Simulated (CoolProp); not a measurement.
Properties of ethanol along the isobar 1.82 MPa (Tc = 514.7 K, pc = 6.268 MPa, ω = 0.644).

The numbers come from the reference Helmholtz-energy equation of state, Schroeder 2014 in CoolProp.

```json
[
 {"T (K)": "361.5", "phase": "liquid", "Z": "0.03828", "cv (kJ/(kg K))": "2.504", "speed of sound (m/s)": "947.9", "conductivity (mW/(m K))": "154", "Prandtl number": "7.64", "fugacity coefficient": "0.08089"},
 {"T (K)": "371", "phase": "liquid", "Z": "0.03782", "cv (kJ/(kg K))": "?", "speed of sound (m/s)": "915.1", "conductivity (mW/(m K))": "152", "Prandtl number": "7.00", "fugacity coefficient": "0.1124"},
 {"T (K)": "380.5", "phase": "liquid", "Z": "0.03742", "cv (kJ/(kg K))": "2.637", "speed of sound (m/s)": "881.0", "conductivity (mW/(m K))": "151", "Prandtl number": "6.45", "fugacity coefficient": "0.1529"},
 {"T (K)": "389.9", "phase": "liquid", "Z": "0.03709", "cv (kJ/(kg K))": "2.700", "speed of sound (m/s)": "845.7", "conductivity (mW/(m K))": "149", "Prandtl number": "5.96", "fugacity coefficient": "0.2031"},
 {"T (K)": "399.4", "phase": "liquid", "Z": "0.03683", "cv (kJ/(kg K))": "2.761", "speed of sound (m/s)": "808.2", "conductivity (mW/(m K))": "148", "Prandtl number": "5.53", "fugacity coefficient": "0.2657"},
 {"T (K)": "408.9", "phase": "liquid", "Z": "0.03666", "cv (kJ/(kg K))": "2.816", "speed of sound (m/s)": "?", "conductivity (mW/(m K))": "146", "Prandtl number": "5.13", "fugacity coefficient": "0.3414"},
 {"T (K)": "418.4", "phase": "liquid", "Z": "0.03657", "cv (kJ/(kg K))": "2.866", "speed of sound (m/s)": "726.5", "conductivity (mW/(m K))": "144", "Prandtl number": "4.77", "fugacity coefficient": "0.4313"},
 {"T (K)": "427.9", "phase": "liquid", "Z": "0.03659", "cv (kJ/(kg K))": "2.910", "speed of sound (m/s)": "?", "conductivity (mW/(m K))": "142", "Prandtl number": "4.42", "fugacity coefficient": "0.5365"},
 {"T (K)": "437.3", "phase": "liquid", "Z": "0.03672", "cv (kJ/(kg K))": "2.947", "speed of sound (m/s)": "635.3", "conductivity (mW/(m K))": "141", "Prandtl number": "4.10", "fugacity coefficient": "0.6561"},
 {"T (K)": "446.8", "phase": "liquid", "Z": "0.03700", "cv (kJ/(kg K))": "2.983", "speed of sound (m/s)": "584.7", "conductivity (mW/(m K))": "139", "Prandtl number": "3.79", "fugacity coefficient": "0.7929"},
 {"T (K)": "456.3", "phase": "gas", "Z": "?", "cv (kJ/(kg K))": "2.177", "speed of sound (m/s)": "260.7", "conductivity (mW/(m K))": "37.7", "Prandtl number": "1.05", "fugacity coefficient": "0.8438"},
 {"T (K)": "465.8", "phase": "gas", "Z": "0.8337", "cv (kJ/(kg K))": "2.156", "speed of sound (m/s)": "268.1", "conductivity (mW/(m K))": "38.5", "Prandtl number": "0.999", "fugacity coefficient": "0.8592"}
]
```

Question: Complete the blanks.

Answer: 
- 371, cv (kJ/(kg K)): 2.571
- 408.9, speed of sound (m/s): 768.5
- 427.9, speed of sound (m/s): 682.0
- 456.3, Z: 0.8108

Viscosity comes from a separate model (Kiselev 2005). Thermal conductivity comes from a separate model (Assael 2013).
